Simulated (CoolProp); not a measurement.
Computed with CoolProp (reference Helmholtz-energy equation of state, Gao 2016).

Question: Give the vapour pressure (MPa), liquid density (kg/m³), liquid cp (kJ/(kg K)), vapour Z of saturated sulfur dioxide at 247 K.

Answer: 
```json
[
 {"T (K)": "247", "p (MPa)": "0.0466", "liquid density (kg/m³)": "1500", "liquid cp (kJ/(kg K))": "1.36", "vapour Z": "0.984"}
]
```
